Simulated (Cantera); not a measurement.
Feed: 1 mol SiH2Cl2, a varied amount of C3H8, 3.6 mol H2, held at 1700 K and 0.0780 bar.

These are equilibrium values from Cantera (NASA tables, ideal gas, pure condensed phases), not measurements of a reactor. Candidate condensed phases: C, C6H6, C7H8, C8H18, Si, SiC; 109 gas species. Mutual solubility and eutectic melting of coexisting phases are not modelled. Gases not in the tables: Si2H6 and higher silanes. The numbers say what is thermodynamically allowed, not how fast it happens.

Q: Which condensed phases are stable at each of these points (n(C3H8) (mol)): 0.096, 0.14, 0.2, 0.29, 0.43, 0.62, 0.9?

A: 
```json
[
 {"n(C3H8) (mol)": "0.096", "condensed phases": "Si(l) + SiC(s)", "Si condensed (%)": "42.9"},
 {"n(C3H8) (mol)": "0.14", "condensed phases": "Si(l) + SiC(s)", "Si condensed (%)": "43.5"},
 {"n(C3H8) (mol)": "0.2", "condensed phases": "SiC(s)", "Si condensed (%)": "60.0"},
 {"n(C3H8) (mol)": "0.29", "condensed phases": "SiC(s)", "Si condensed (%)": "87.0"},
 {"n(C3H8) (mol)": "0.43", "condensed phases": "C(graphite) + SiC(s)", "Si condensed (%)": "96.1"},
 {"n(C3H8) (mol)": "0.62", "condensed phases": "C(graphite) + SiC(s)", "Si condensed (%)": "96.5"},
 {"n(C3H8) (mol)": "0.9", "condensed phases": "C(graphite) + SiC(s)", "Si condensed (%)": "97.1"}
]
```

From 0.096 mol C3H8 to 0.14 mol C3H8 the condensed part is Si(l) + SiC(s). From 0.2 mol C3H8 to 0.29 mol C3H8 the condensed part is SiC(s). From 0.43 mol C3H8 to 0.9 mol C3H8 the condensed part is C(graphite) + SiC(s).
